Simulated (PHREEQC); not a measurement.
Make-up at 25 °C: 0.043 mol/kgw HCl, 0.0016 mol/kgw Li2SO4 and 0.085 mol/kgw MnSO4. Closed to the air; pH follows from the charge balance.

The numbers come from PHREEQC with the ion-association model, wateq4f.dat.

```csv
quantity,before,after
pH,1.78,2.30
ionic strength (mol/kgw),0.223,0.0533
Cl- (mol/kgw),0.0403,0.00840
SO4-2 (mol/kgw),0.0356,0.01000
HSO4- (mol/kgw),0.0222,0.00270
```

**Question.** Name the change that produced these shifts.
(A) temperature from 25 to 5 °C
(B) MnSO4 replaced by Fe2(SO4)3 at the same molality
(C) HCl from 0.043 to 0.0086 mol/kgw
(D) Li2SO4 from 0.0016 to 0.00032 mol/kgw
(E) diluted 5-fold with water

**Answer.** E, diluted 5-fold with water

Precipitation was switched off in this run.
